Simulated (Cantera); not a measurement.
What does this Cantera script print?

```python
import numpy as np
import cantera as ct

gas_names = """
    Cs CsO CsOH Cs2 Cs2O Cs2O2H2 H HO2 H2 H2O H2O2 O OH O2 O3
""".split()
cond_names = """
    Cs(cr) Cs(L) CsOH(a) CsOH(b) CsOH(c) CsOH(L) H2O(s) H2O(L)
""".split()


# ... load() reads the species with a 1 bar reference pressure and builds the phases ...
atoms = {
    'CsOH': {'Cs': 1, 'O': 1, 'H': 1},
    'H2': {'H': 2},
    'O2': {'O': 2},
}
top_T = {}  # K; cautious upper limits of use, not melting points


# ... equilibrate(T, P, feed) seeds the gas with the atoms and calls Mixture.equilibrate('TP', solver="vcs", rtol=1e-11, max_steps=5000) ...
results = []
T = 1198.15  # K
P = 1000  # Pa
for m in [0.94, 1.3, 1.7, 2, 2.4, 2.7, 3.1, 3.4, 3.8, 4.2, 4.5, 4.9, 5.2]:
    feed = {'CsOH': 1, 'H2': m, 'O2': 1.6}  # mol
    mix = equilibrate(T, P, feed)
    results.append((T, P, feed, dict(zip(mix.species_names, mix.species_moles))))
    x = sorted(zip(gas.X, gas.species_names), reverse=True)
    print(f"T = {T:g} K  P = {P:g} Pa  n(H2) = {m:g} mol  gas = {mix.phase_moles(0):.4g} mol")
    print("   x: " + "  ".join(f"{s} {v:.3e}" for v, s in x if v > 0.0001))
    print("   condensed (mol): " + ("  ".join(f"{mix.phase(i).name} {mix.phase_moles(i):.4g}"
          for i in range(1, mix.n_phases) if mix.phase_moles(i) > 1e-12) or "none"))
```

It prints:

```
T = 1198.15 K  P = 1000 Pa  n(H2) = 0.94 mol  gas = 3.069 mol
   x: O2 3.681e-01  CsOH 3.254e-01  H2O 3.062e-01  Cs2O2H2 1.932e-04
   condensed (mol): none
T = 1198.15 K  P = 1000 Pa  n(H2) = 1.3 mol  gas = 3.249 mol
   x: H2O 4.001e-01  CsOH 3.074e-01  O2 2.924e-01  Cs2O2H2 1.724e-04
   condensed (mol): none
T = 1198.15 K  P = 1000 Pa  n(H2) = 1.7 mol  gas = 3.45 mol
   x: H2O 4.928e-01  CsOH 2.896e-01  O2 2.174e-01  Cs2O2H2 1.530e-04
   condensed (mol): none
T = 1198.15 K  P = 1000 Pa  n(H2) = 2 mol  gas = 3.6 mol
   x: H2O 5.556e-01  CsOH 2.775e-01  O2 1.667e-01  Cs2O2H2 1.405e-04
   condensed (mol): none
T = 1198.15 K  P = 1000 Pa  n(H2) = 2.4 mol  gas = 3.8 mol
   x: H2O 6.316e-01  CsOH 2.629e-01  O2 1.053e-01  Cs2O2H2 1.261e-04
   condensed (mol): none
T = 1198.15 K  P = 1000 Pa  n(H2) = 2.7 mol  gas = 3.95 mol
   x: H2O 6.836e-01  CsOH 2.529e-01  O2 6.330e-02  Cs2O2H2 1.167e-04
   condensed (mol): none
T = 1198.15 K  P = 1000 Pa  n(H2) = 3.1 mol  gas = 4.15 mol
   x: H2O 7.471e-01  CsOH 2.408e-01  O2 1.205e-02  Cs2O2H2 1.058e-04
   condensed (mol): none
T = 1198.15 K  P = 1000 Pa  n(H2) = 3.4 mol  gas = 4.41 mol
   x: H2O 7.303e-01  CsOH 2.220e-01  H2 4.304e-02  Cs 4.630e-03
   condensed (mol): none
T = 1198.15 K  P = 1000 Pa  n(H2) = 3.8 mol  gas = 4.818 mol
   x: H2O 6.718e-01  CsOH 1.998e-01  H2 1.207e-01  Cs 7.590e-03
   condensed (mol): none
T = 1198.15 K  P = 1000 Pa  n(H2) = 4.2 mol  gas = 5.224 mol
   x: H2O 6.219e-01  H2 1.868e-01  CsOH 1.820e-01  Cs 9.290e-03
   condensed (mol): none
T = 1198.15 K  P = 1000 Pa  n(H2) = 4.5 mol  gas = 5.528 mol
   x: H2O 5.891e-01  H2 2.301e-01  CsOH 1.706e-01  Cs 1.020e-02
   condensed (mol): none
T = 1198.15 K  P = 1000 Pa  n(H2) = 4.9 mol  gas = 5.933 mol
   x: H2O 5.505e-01  H2 2.810e-01  CsOH 1.573e-01  Cs 1.113e-02
   condensed (mol): none
T = 1198.15 K  P = 1000 Pa  n(H2) = 5.2 mol  gas = 6.236 mol
   x: H2O 5.248e-01  H2 3.149e-01  CsOH 1.486e-01  Cs 1.167e-02
   condensed (mol): none
```

These are equilibrium values from Cantera (NASA tables, ideal gas, pure condensed phases), not measurements of a reactor.
